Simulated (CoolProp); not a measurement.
Saturation properties of dimethyl carbonate.

Computed with CoolProp (reference Helmholtz-energy equation of state, Zhou 2011).

```
T (K)  p (MPa)  liquid density (kg/m³)  vapour density (kg/m³)  enthalpy of vaporisation (kJ/kg)  liquid cp (kJ/(kg K))  surface tension (mN/m)
-----  -------  ----------------------  ----------------------  --------------------------------  ---------------------  ----------------------
435.9   0.6590                   861.7                   18.46                                 ?                  2.178                    9.89
439.9   0.7160                   854.8                   20.03                             315.0                  2.193                    9.44
443.9   0.7766                   847.9                   21.71                             311.2                      ?                    9.00
447.8   0.8394                   841.0                   23.46                             307.5                  2.225                       ?
451.8   0.9077                   833.8                   25.38                             303.5                  2.242                    8.13
455.8   0.9801                   826.6                   27.43                             299.5                  2.259                    7.71
459.8    1.057                   819.2                   29.62                             295.4                  2.278                    7.29
463.8    1.138                   811.6                   31.96                             291.1                  2.298                    6.87
467.7    1.222                   804.1                       ?                             286.8                  2.318                    6.48
471.7    1.312                   796.3                   37.07                             282.3                  2.341                    6.08
475.7    1.408                   788.2                   39.93                             277.7                  2.365                    5.69
479.7    1.509                   780.0                   43.00                             272.9                  2.391                    5.30
483.7    1.615                   771.6                   46.29                             267.9                  2.419                    4.92
```

### Question
Fill in the missing entries.

### Answer

- 435.9, enthalpy of vaporisation (kJ/kg): 318.6
- 443.9, liquid cp (kJ/(kg K)): 2.209
- 447.8, surface tension (mN/m): 8.57
- 467.7, vapour density (kg/m³): 34.39

It boils at 363.3 K under 1 atm.

Surface tension comes from a separate correlation (Mulero 2014).
